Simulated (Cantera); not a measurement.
Input: 1 mol SiHCl3, 0.3 mol HCl, 710 mol H2, held at 1875 K and 1.00 mbar.

Cantera equilibrium calculation (NASA polynomials, part measured and part estimated; ideal gas, pure solids and liquids). The tables' values for SiCl are old estimates; treat these amounts as uncertain. Rates play no part.

```
species      before    after
----------  -------  -------
H2            0.974    0.995
HCl         0.00448  0.00453
SiCl2       8.40e-6  4.86e-5
H            0.0205  6.00e-6
Si          0.00132  1.29e-9
SiH         3.82e-5    <1e-9
SiCl        1.07e-5  3.37e-9
Cl          7.13e-5  2.37e-8
Si(s), mol        0    0.965
```
Gas species are given as mole fractions.

**Question.** What was changed between the two runs?
A. pressure from 1.00 mbar to 3.40 mbar
B. H2 from 710 to 1.9 mol
C. temperature from 1875 K to 1198 K
D. H2 from 710 to 63 mol

**Answer.** C, temperature from 1875 K to 1198 K
